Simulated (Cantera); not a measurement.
Input (Python, Cantera) and output of one run.

```python
import numpy as np
import cantera as ct

gas_names = """
    H HI HO2 H2 H2O H2O2 I I2 Mg MgH MgI MgI2 MgO MgOH MgO2H2 Mg2 O OH O2 O3
""".split()
cond_names = """
    H2O(s) H2O(L) I2(cr) I2(L) Mg(cr) Mg(L) MgI2(s) MgI2(L) MgO(s) MgO(L) MgO2H2(s)
""".split()


# ... load() reads the species with a 1 bar reference pressure and builds the phases ...
atoms = {
    'MgO': {'Mg': 1, 'O': 1},
    'HI': {'H': 1, 'I': 1},
    'O2': {'O': 2},
}
top_T = {}  # K; cautious upper limits of use, not melting points


# ... equilibrate(T, P, feed) seeds the gas with the atoms and calls Mixture.equilibrate('TP', solver="vcs", rtol=1e-11, max_steps=5000) ...
results = []
feed = {'MgO': 1, 'HI': 2.1, 'O2': 1.4}  # mol
T = 1648.15  # K
for P in [1000, 2700, 7200, 19000, 52000, 140000, 370000, 1000000]:
    mix = equilibrate(T, P, feed)
    results.append((T, P, feed, dict(zip(mix.species_names, mix.species_moles))))

top = {s: max(r[3][s] / sum(r[3][g] for g in gas_names) for r in results) for s in gas_names}
cols = sorted((s for s in top if top[s] > 0.0001), key=lambda s: -top[s])[:5]
seen = [c for c in cond_names if any(r[3].get(c, 0) > 1e-12 for r in results)]
print("log10 of partial pressures in bar; condensed amounts in mol")
print(f"{'P/Pa':>10s}" + "".join(f"{s[:9]:>10s}" for s in cols + seen))
for T, P, feed, n in results:
    ng = sum(n[g] for g in gas_names)
    print(f"{P:10.4g}" + "".join(f"{np.log10(max(n[s] / ng * P / 1e5, 1e-99)):10.3f}" for s in cols)
          + "".join(f"{n.get(c, 0):10.4g}" for c in seen))
```

It prints:

```
log10 of partial pressures in bar; condensed amounts in mol
      P/Pa         I       H2O        O2        I2        HI    MgO(s)
      1000    -2.284    -2.585    -2.663    -5.235    -5.126         1
      2700    -1.854    -2.153    -2.231    -4.375    -4.588         1
      7200    -1.431    -1.726    -1.803    -3.530    -4.058         1
   1.9e+04    -1.018    -1.302    -1.379    -2.703    -3.539         1
   5.2e+04    -0.601    -0.858    -0.935    -1.870    -3.011         1
   1.4e+05    -0.215    -0.415    -0.491    -1.097    -2.514         1
   3.7e+05     0.129     0.026    -0.050    -0.409    -2.060         1
     1e+06     0.442     0.481     0.404     0.216    -1.634         1
```

Method: chemical equilibrium by Gibbs-energy minimisation in Cantera with the NASA 1993 tables (ideal gas, pure condensed phases).
